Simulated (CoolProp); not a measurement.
The fluid at 293.15 K and 0.0727 MPa expands adiabatically to 0.00632 MPa with isentropic efficiency 0.8. The same conditions are run with several fluids, on thermodynamics alone (safety and materials aside).

The numbers come from the reference Helmholtz-energy equation of state of each fluid (R245fa: Akasaka 2015; C3F8 (R218): Lemmon 2006; CH2F2 (R32): Tillner-Roth 1997; normal hydrogen: Leachman 2009) in CoolProp.

Problem. Rank R245fa, C3F8 (R218), CH2F2 (R32), normal hydrogen by work (kJ/kg), highest first.

Solution. normal hydrogen (1680), CH2F2 (R32) (71.1), R245fa (31.9), C3F8 (R218) (23.4)

```
fluid            final temperature (K)  final density (kg/m³)
---------------  ---------------------  ---------------------
R245fa                           251.7                  0.406
C3F8 (R218)                      261.2                  0.548
CH2F2 (R32)                      197.8                  0.201
normal hydrogen                  171.8                0.00892
```
